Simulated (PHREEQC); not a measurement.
A PHREEQC input (ion-association model, phreeqc.dat):

```
SOLUTION 1
  temp 20
  units mg/L
  pH 7.33
  pe 8.8
  Na 182
  K 50.7
  Ca 140
  Mg 18.3
  Cl 258
  S(6) 81.7 as S
  Alkalinity 541 as HCO3
  F 1.32
END
USE solution 1
EQUILIBRIUM_PHASES 1
  CO2(g) -3.4 10
END
```

The run finishes without an error or a warning.

Its last state differs from that of the intended input:

```tsv
quantity	as run	intended
ionic strength (mol/kgw)	0.0230	0.0205
SO4-2 (mol/kgw)	0.00211	0.000693
CaSO4 (mol/kgw)	0.000301	0.000110
MgSO4 (mol/kgw)	8.20e-5	3.04e-5
NaSO4- (mol/kgw)	4.53e-5	1.53e-5
SI of Fluorite (CaF2)	-0.64	-0.60
SI of Gypsum (CaSO4:2H2O)	-1.17	-1.61
```

Q: One thing in the input isn't as intended. What explains the difference?

A: Several could match; the one computed here: The fault: sulfate typed 'as S' though the number is for SO4. The line should read `as SO4` where the input has `as S`.
